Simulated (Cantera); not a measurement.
**Low-pressure radical oxidation in H2/O2**

An isothermal, constant-pressure homogeneous reactor starts with 0.843 % H₂, 99.2 % O₂, at 1073 K and 0.00110 bar.

Computed with Cantera and GRI-Mech 3.0 (53 species, 325 reactions). Radical loss at walls, strong at low pressure, is not modelled.

```json
[
 {"t (s)": "0.000800", "x H₂": "0.00843", "x O₂": "0.992", "x H₂O₂": "<1e-12", "x O": "1.09e-11", "x H": "2.40e-11"},
 {"t (s)": "0.00289", "x H₂": "0.00843", "x O₂": "0.992", "x H₂O₂": "<1e-12", "x O": "8.99e-11", "x H": "4.98e-11"},
 {"t (s)": "0.0104", "x H₂": "0.00843", "x O₂": "0.992", "x H₂O₂": "<1e-12", "x O": "6.71e-10", "x H": "1.31e-10"},
 {"t (s)": "0.0376", "x H₂": "0.00843", "x O₂": "0.992", "x H₂O₂": "<1e-12", "x O": "1.43e-8", "x H": "1.79e-9"},
 {"t (s)": "0.136", "x H₂": "0.00828", "x O₂": "0.991", "x H₂O₂": "4.45e-11", "x O": "0.000103", "x H": "1.29e-5"},
 {"t (s)": "0.490", "x H₂": "3.29e-5", "x O₂": "0.984", "x H₂O₂": "1.39e-9", "x O": "0.00724", "x H": "0.000465"},
 {"t (s)": "1.77", "x H₂": "2.95e-5", "x O₂": "0.984", "x H₂O₂": "1.37e-9", "x O": "0.00667", "x H": "0.000407"},
 {"t (s)": "6.38", "x H₂": "2.25e-5", "x O₂": "0.986", "x H₂O₂": "1.38e-9", "x O": "0.00503", "x H": "0.000268"},
 {"t (s)": "23.0", "x H₂": "1.04e-5", "x O₂": "0.989", "x H₂O₂": "1.35e-9", "x O": "0.00228", "x H": "8.22e-5"},
 {"t (s)": "83.1", "x H₂": "2.13e-6", "x O₂": "0.991", "x H₂O₂": "1.12e-9", "x O": "0.000463", "x H": "7.58e-6"},
 {"t (s)": "300", "x H₂": "2.50e-7", "x O₂": "0.991", "x H₂O₂": "5.78e-10", "x O": "5.43e-5", "x H": "3.05e-7"}
]
```
x: mole fraction; the columns are a selection and need not sum to one.

Equilibrium at this temperature and pressure: H₂ 1.72e-10, O₂ 0.992, H₂O₂ 1.88e-12, O 3.76e-8, H 5.57e-12 (gas phase only).
